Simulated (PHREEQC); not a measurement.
0.2 mol of Gypsum (CaSO4:2H2O) is brought to equilibrium with 1 kg of water, with rising amounts of MgSO4, at 80 °C. Oxygen alone is held at its pressure in air (log pO2 = -0.68). CO2 from the air is kept out. Only these solids could form: Gypsum.

Base run: PHREEQC, ion-association model, phreeqc.dat. Each further column changes one thing. The table gives dissolved Ca (mol/kgw).

```tsv
MgSO4 added (mol)	base	all activity coefficients set to 1	Davies equation for every ion	database wateq4f.dat
0	0.0136	0.00884	0.0140	0.0146
0.0833	0.0103	0.00630	0.0106	0.0113
0.125	0.00984	0.00602	0.00992	0.0108
0.208	0.00924	0.00573	0.00903	0.0102
0.292	0.00884	0.00558	0.00839	0.00980
0.375	0.00855	0.00548	0.00792	0.00950
0.417	0.00842	0.00545	0.00772	0.00936
0.5	0.00819	0.00539	0.00738	0.00913
```

At this temperature some constants are extrapolated from 25 °C, and those without enthalpy data are left unchanged. phreeqc.dat and wateq4f.dat share most of their constants, so their agreement is no independent check.
